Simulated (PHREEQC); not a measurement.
Dissolve 0.25 mol/kgw HF, 0.0015 mol/kgw NH4F, 0.00042 mol/kgw (NH4)2SiF6 and 0.04 mol/kgw H2SO4 at 20 °C. Closed to the air; pH follows from the charge balance.

Computed with PHREEQC (ion-association model, wateq4f.dat).

This is a speciation only: nothing precipitates in the calculation.

### Question
Estimate the pH, ionic strength.

### Answer
pH 1.33; ionic strength 0.0707 mol/kgw.

### Question
In which forms is N present?

### Answer
NH4+ 94 %, NH4SO4- 6.4 % of the N.

wateq4f.dat counts part of the HF as a dimer, H2F2, which phreeqc.dat doesn't know; its constant is uncertain. SiF6-2 is the database's only silicon fluoride.
